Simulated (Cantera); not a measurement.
Input: 1 mol TiCl4, 0.37 mol C3H8, a varied amount of H2, held at 0.130 bar.

These are equilibrium values from Cantera (NASA tables, ideal gas, pure condensed phases), not measurements of a reactor. Candidate condensed phases: C, C6H6, C7H8, C8H18, Ti, TiC, TiCl2, TiCl3, TiCl4; 96 gas species. The tables' values for TiCl2 are old estimates. TiC: taken at fixed stoichiometry. Equilibrium is a limit: real reactors are often held back by kinetics, nucleation or transport.

Question: What condenses at these points (T in K, n(H2) in mol): (2025, 12); (2050, 58); (2075, 18); (1925, 46); (1900, 18)?

Answer: 
```
T (K)  n(H2) in mol  condensed phases  Ti condensed (%)
-----  ------------  ----------------  ----------------
2025             12           C + TiC              98.4
2050             58               TiC              99.8
2075             18           C + TiC              99.2
1925             46           C + TiC              99.8
1900             18           C + TiC              99.1
```
